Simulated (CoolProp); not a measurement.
Aqueous potassium acetate as a coolant, 3 % by mass, freezing at -1.1 °C, 1 atm.

Computed with CoolProp (Melinder's fits for secondary coolants).

```
T (°C)  cp (kJ/(kg K))  Prandtl number  density (kg/m³)  viscosity (mPa s)
------  --------------  --------------  ---------------  -----------------
3.3              4.072            12.5             1019               1.72
10.3             4.067            9.88             1018               1.39
17.3             4.065            8.02             1017               1.15
24.4             4.066            6.63             1015              0.972
31.4             4.067            5.59             1013              0.833
```
